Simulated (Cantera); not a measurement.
Charge: 1 mol SiH4, a varied amount of NH3, equilibrated at 1.40 mbar.

Cantera equilibrium calculation (NASA polynomials, part measured and part estimated; ideal gas, pure solids and liquids). Candidate condensed phases: Si, Si3N4; 18 gas species. Mutual solubility and eutectic melting of coexisting phases are not modelled. The numbers say what is thermodynamically allowed, not how fast it happens.

Stable condensed phases, one row left out:

```
T in K \ n(NH3) in mol
         0.35 0.58 0.82  1.1  1.3  1.5  1.8    2  2.2  2.5  2.7  2.9  3.2
   2048     A    A    A    A    A    A    A    A    A    A    A    A    A
   1948     A    A    A    A    A    A    A    A    A    A    A    A    A
   1848     A    A    A    A    A    A    A    A    A    A    A    A    A
   1748     A    A    A    A    A    A    A    A    A    A    A    A    A
   1548     A    B    B    B    B    B    B    B    B    C    C    C    C
   1448     B    B    B    B    B    C    C    C    C    C    C    C    C
   1348     B    B    B    B    B    C    C    C    C    C    C    C    C
   1248     B    B    B    B    B    C    C    C    C    C    C    C    C
   1148     B    B    B    B    B    C    C    C    C    C    C    C    C
   1048     B    B    B    B    B    C    C    C    C    C    C    C    C
    948     B    B    B    B    B    C    C    C    C    C    C    C    C
    848     B    B    B    B    B    C    C    C    C    C    C    C    C
```

A: Si; B: Si + Si3N4; C: Si3N4.

### Question
Give the row for 1648 K.

### Answer
0.35: Si; 0.58: Si; 0.82: Si; 1.1: Si; 1.3: Si; 1.5: Si; 1.8: Si; 2: Si; 2.2: Si; 2.5: Si; 2.7: Si; 2.9: Si; 3.2: Si.
